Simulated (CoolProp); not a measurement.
A Linde-Hampson liquefier for dry air: isothermal reversible compression at 300 K from 1 atm to 15 MPa, throttling to 1 atm, return gas leaving the recuperator 5 K below the feed. Each further row changes one setting.

Values from CoolProp's reference Helmholtz-energy equation of state, Lemmon 2000. It is a pseudo-pure fit of the blend.

```tsv
case	liquid yield per pass	compression work (kJ/kg of gas)
as stated	0.055	429
high pressure 30 MPa	0.088	491
warm-end temperature 330 K	0.038	474
warm-end gap 10 K	0.043	429
```
